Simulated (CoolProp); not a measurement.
Fluoroethane (R161) along the isobar 5000 kPa: Z from the reference equation and from simpler models built on Tc = 375.2 K, pc = 5010 kPa, ω = 0.216; each cubic takes its own stable root.

Model: reference Helmholtz-energy equation of state, Wu 2012, in CoolProp.

```
T (K)   phase  reference
-----  ------  ---------
336.6  liquid     0.1354
344.5  liquid     0.1375
352.3  liquid     0.1408
360.1  liquid     0.1461
367.9  liquid     0.1562
383.5     gas     0.5267
391.4     gas     0.5940
399.2     gas     0.6403
407       gas     0.6763
414.8     gas     0.7057
422.6     gas     0.7306
430.5     gas     0.7522
438.3     gas     0.7709
446.1     gas     0.7875
```

Problem. How far does each simpler model (van der Waals, Redlich-Kwong, Soave-Redlich-Kwong, Peng-Robinson) lie from the reference over these 14 states: mean and median of the absolute difference, and the worst?

Solution. 
- van der Waals: mean 27.0 %, median 2.3 %, worst +72.3 % at 367.9 K and 5000 kPa
- Redlich-Kwong: mean 12.3 %, median 1.3 %, worst +38.5 % at 367.9 K and 5000 kPa
- Soave-Redlich-Kwong: mean 11.7 %, median 2.7 %, worst +35.0 % at 367.9 K and 5000 kPa
- Peng-Robinson: mean 6.2 %, median 2.0 %, worst +21.2 % at 367.9 K and 5000 kPa
